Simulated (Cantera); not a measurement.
A Cantera script and its output.

```python
import numpy as np
import cantera as ct

gas = ct.Solution("gri30.yaml")
gas.TPX = 548, 130000, {'CH4': 1, 'C2H6': 0.46, 'C3H8': 0.089, 'O2': 2.9, 'N2': 10.9}
flame = ct.FreeFlame(gas, width=0.033)
flame.set_refine_criteria(ratio=3, slope=0.08, curve=0.16)
flame.transport_model = "mixture-averaged"
flame.solve(loglevel=0, auto=True)
z, T = flame.grid, flame.T
thick = (T[-1] - T[0]) / np.gradient(T, z).max()
show = ['CH4', 'C2H6', 'C3H8', 'HO2', 'CH2CO', 'CO2']
print(f"laminar burning velocity  {flame.velocity[0] * 100:.3f} cm/s")
print(f"burnt temperature         {T[-1]:.1f} K")
print(f"thermal thickness         {thick * 1e3:.4f} mm")
print(f"grid points               {len(z)}")
z0 = z[flame.heat_release_rate.argmax()]
print(f"{'z/mm':>9s}{'T/K':>9s}{'u/(m/s)':>9s}" + "".join(f"{s:>11s}" for s in show))
rows = []
for k in (-3, -2, -1.5, -1, -0.5, -0.25, 0, 0.25, 0.5, 1, 2, 4, 8):
    zz = z0 + k * thick
    rows.append([k * thick, np.interp(zz, z, T), np.interp(zz, z, flame.velocity),
                 *(np.interp(zz, z, flame.X[gas.species_index(s)]) for s in show)])
    print(f"{rows[-1][0] * 1e3:9.3f}{rows[-1][1]:9.1f}{rows[-1][2]:9.3f}" + "".join(f"{x:11.3e}" for x in rows[-1][3:]))
```

Output:

```
laminar burning velocity  69.680 cm/s
burnt temperature         2180.1 K
thermal thickness         0.3470 mm
grid points               143
     z/mm      T/K  u/(m/s)        CH4       C2H6       C3H8        HO2      CH2CO        CO2
   -1.041    548.4    0.700  6.489e-02  2.987e-02  5.781e-03  1.987e-07  1.509e-08  4.784e-07
   -0.694    552.7    0.709  6.434e-02  2.970e-02  5.752e-03  2.248e-06  3.124e-07  7.928e-06
   -0.521    568.0    0.733  6.333e-02  2.943e-02  5.713e-03  1.053e-05  2.215e-06  4.801e-05
   -0.347    663.6    0.869  5.920e-02  2.808e-02  5.540e-03  7.470e-05  2.918e-05  4.922e-04
   -0.174   1101.7    1.490  4.273e-02  1.837e-02  3.710e-03  2.151e-04  3.806e-04  4.731e-03
   -0.087   1491.8    2.065  2.669e-02  7.122e-03  1.102e-03  1.808e-04  8.974e-04  1.116e-02
    0.000   1843.6    2.595  9.513e-03  4.943e-04  1.906e-05  5.990e-05  6.513e-04  2.078e-02
    0.087   2024.1    2.860  1.795e-03  7.631e-06  1.189e-08  9.617e-06  1.194e-04  3.021e-02
    0.174   2084.6    2.941  2.923e-04  1.966e-07  1.605e-11  1.892e-06  1.772e-05  3.716e-02
    0.347   2112.9    2.972  1.334e-05  5.004e-10  2.121e-15  3.226e-07  1.181e-06  4.401e-02
    0.694   2128.3    2.988  1.990e-07  1.180e-13  1.237e-20  1.510e-07  2.613e-08  4.694e-02
    1.388   2144.2    3.007  1.600e-09  2.892e-17  3.010e-25  9.170e-08  1.959e-10  4.716e-02
    2.776   2160.0    3.026  7.219e-12  5.734e-20  2.401e-30  4.349e-08  5.676e-13  4.695e-02
```

Computed with Cantera and GRI-Mech 3.0 (53 species, 325 reactions). Burning velocities carry a grid error of a few per cent, more on coarse grids.
